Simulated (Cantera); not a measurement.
What does this Cantera script print?

```python
import numpy as np
import cantera as ct

gas = ct.Solution("gri30.yaml")
gas.TPX = 1550, 48000, {'CH4': 1, 'O2': 2.22, 'N2': 8.36}
reactor = ct.IdealGasConstPressureReactor(gas, energy="on", clone=False)
net = ct.ReactorNet([reactor])
net.rtol, net.atol = 1e-08, 1e-16
show = ['CH4', 'O2', 'CH3', 'OH', 'CO', 'C2H2', 'H']
times = np.geomspace(1e-06, 0.9, 10)

steps = ct.SolutionArray(gas, extra=["t"])
rows = []
print(f"{'t/s':>10s}{'T/K':>9s}{'P/Pa':>11s}" + "".join(f"{s:>11s}" for s in show))
for t in times:
    while net.time < t:
        t_next = net.step()
        steps.append(gas.state, t=t_next)
    rows.append([np.interp(t, steps.t, y) for y in (steps.T, steps.P, *steps(*show).X.T)])
    print(f"{t:10.3e}{rows[-1][0]:9.1f}{rows[-1][1]:11.4g}" + "".join(f"{x:11.3e}" for x in rows[-1][2:]))
rate = np.gradient(steps.T, steps.t)
print("integrator steps:", len(steps.t))
if steps.T.max() > steps.T[0] + 200:
    print(f"time of steepest temperature rise: {steps.t[rate.argmax()]:.4e} s")
gas.TPX = 1550, 48000, {'CH4': 1, 'O2': 2.22, 'N2': 8.36}
gas.equilibrate("HP")
print(f"equilibrium (HP): T = {gas.T:.1f} K  " + "  ".join(f"{s} {gas[s].X[0]:.3e}" for s in show))
```

Result:

```
       t/s      T/K       P/Pa        CH4         O2        CH3         OH         CO       C2H2          H
 1.000e-06   1550.0    4.8e+04  8.636e-02  1.917e-01  1.091e-07  5.342e-09  3.249e-14  2.759e-21  1.849e-08
 4.588e-06   1550.0    4.8e+04  8.636e-02  1.917e-01  6.337e-07  1.868e-08  3.873e-12  5.647e-18  2.444e-08
 2.105e-05   1550.0    4.8e+04  8.635e-02  1.917e-01  3.370e-06  3.157e-08  2.563e-10  7.606e-15  2.737e-08
 9.655e-05   1549.9    4.8e+04  8.633e-02  1.917e-01  2.052e-05  1.122e-07  2.945e-08  6.596e-12  4.746e-08
 4.429e-04   1550.5    4.8e+04  8.591e-02  1.915e-01  2.112e-04  1.029e-06  1.246e-05  1.386e-08  4.172e-07
 2.032e-03   2632.2    4.8e+04  1.681e-16  3.541e-02  2.032e-15  2.247e-02  3.601e-02  1.591e-19  1.110e-02
 9.322e-03   2671.8    4.8e+04  2.485e-16  3.096e-02  2.620e-15  2.082e-02  3.446e-02  2.393e-19  8.971e-03
 4.276e-02   2670.3    4.8e+04  2.521e-16  3.040e-02  2.638e-15  2.064e-02  3.449e-02  2.411e-19  8.922e-03
 1.962e-01   2670.3    4.8e+04  2.521e-16  3.040e-02  2.638e-15  2.064e-02  3.449e-02  2.411e-19  8.922e-03
 9.000e-01   2670.3    4.8e+04  2.521e-16  3.040e-02  2.638e-15  2.064e-02  3.449e-02  2.411e-19  8.922e-03
integrator steps: 1830
time of steepest temperature rise: 1.2748e-03 s
equilibrium (HP): T = 2670.3 K  CH4 3.427e-16  O2 3.040e-02  CH3 3.586e-15  OH 2.064e-02  CO 3.449e-02  C2H2 2.569e-19  H 8.922e-03
```

Detailed kinetics in Cantera: GRI-Mech 3.0 (53 species, 325 reactions).
